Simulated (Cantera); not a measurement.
A closed system holds: 1 mol Si3N4, 14 mol F2, 0.35 mol N2, 44 mol HCl, held at 1427 °C and 10.0 mbar.

Cantera equilibrium calculation (NASA polynomials, part measured and part estimated; ideal gas, pure solids and liquids). Candidate condensed phases: NH4Cl, Si, Si3N4; 49 gas species. The tables' values for SiF3 are old estimates; treat these amounts as uncertain. Equilibrium is a limit: real reactors are often held back by kinetics, nucleation or transport.

Base state: HCl 0.434, HF 0.248, Cl 0.222, SiF4 0.0465, N2 0.0364, Cl2 0.0133, F 1.60e-5, SiF3 1.42e-5 (mole fractions); condensed: gas only.

### Question
What changes in the equilibrium state with this change: HCl from 44 to 24 mol?

### Answer
```csv
species,before,after
HF,0.248,0.362
Cl,0.222,0.310
HCl,0.434,0.181
Cl2,0.0133,0.0260
SiF4,0.0465,0.0679
N2,0.0364,0.0532
ClF,1.90e-6,1.30e-5
F,1.60e-5,7.81e-5
```
